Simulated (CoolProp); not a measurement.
Saturation properties of R1234yf.

Computed with CoolProp (reference Helmholtz-energy equation of state, Lemmon 2022).

| T (K) | p (MPa) | liquid density (kg/m³) | enthalpy of vaporisation (kJ/kg) | surface tension (mN/m) | vapour viscosity (µPa s) |
|---|---|---|---|---|---|
| 292 | 0.5723 | 1114 | 150.3 | 6.94 | 12.2 |
| 295.8 | 0.6388 | 1100 | 147.4 | 6.46 | 12.4 |
| 299.6 | 0.7109 | 1086 | 144.3 | 5.99 | 12.6 |
| 303.5 | 0.7911 | 1072 | 141.1 | 5.52 | 12.8 |
| 307.3 | 0.8755 | 1057 | 137.8 | 5.07 | 13.0 |
| 311.1 | 0.9665 | 1042 | 134.4 | 4.63 | 13.3 |
| 315 | 1.067 | 1026 | 130.7 | 4.20 | 13.5 |
| 318.8 | 1.172 | 1009 | 126.9 | 3.78 | 13.7 |
| 322.6 | 1.285 | 992.4 | 122.9 | 3.38 | 14.0 |
| 326.5 | 1.410 | 974.1 | 118.6 | 2.98 | 14.3 |

It boils at 243.7 K under 1 atm.

Viscosity comes from a separate model (Bell 2016), an estimate that may be off by 10 % or more. Surface tension comes from a separate correlation (Mulero 2012).
